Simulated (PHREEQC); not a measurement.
# Phosphoric acid bath: an equilibrium model

Make-up at 25 °C: 3.4 mmol/kgw NaH2PO4, 0.03 mmol/kgw HCl and 0.06 mmol/kgw H3AsO4. Closed to the air; pH follows from the charge balance.

The numbers come from PHREEQC with the ion-association model, wateq4f.dat.

Each row changes one thing in this solution. No solid was allowed to form.

| case | pH | ionic strength (mol/kgw) | H3PO4 (mol/kgw) | HPO4-2 (mol/kgw) | H3AsO4 (mol/kgw) | HAsO4-2 (mol/kgw) | SI of Halite (NaCl) |
|---|---|---|---|---|---|---|---|
| as made | 4.21 | 0.00347 | 2.85e-5 | 4.12e-6 | 6.79e-7 | 8.10e-8 | -8.63 |
| H3AsO4 from 6e-05 to 0.0003 mol/kgw | 3.68 | 0.00363 | 9.61e-5 | 1.18e-6 | 1.14e-5 | 1.15e-7 | -8.63 |
| HCl replaced by NaCl at the same molality | 4.37 | 0.00348 | 2.00e-5 | 5.90e-6 | 4.77e-7 | 1.16e-7 | -8.63 |
| temperature from 25 to 35 °C | 4.23 | 0.00347 | 3.09e-5 | 4.51e-6 | 7.19e-7 | 8.76e-8 | -8.65 |
| 0.00013 mol/kgw KOH added | 5.27 | 0.00358 | 2.48e-6 | ___ | 5.91e-8 | 9.26e-7 | -8.63 |
| diluted 2-fold with water | 4.43 | 0.00174 | 8.90e-6 | 3.21e-6 | 2.12e-7 | ___ | -9.22 |
| HCl from 3e-05 to 1.5e-05 mol/kgw | 4.28 | 0.00346 | 2.42e-5 | 4.86e-6 | 5.77e-7 | 9.56e-8 | -8.93 |

Q: What belongs in the gaps?

A: 
- 0.00013 mol/kgw KOH added, HPO4-2 (mol/kgw): 4.70e-5
- diluted 2-fold with water, HAsO4-2 (mol/kgw): 6.30e-8

Complexes and solids missing from the database can't appear. H3PO4, which wateq4f.dat lacks, is added to it with the constant of phreeqc.dat.
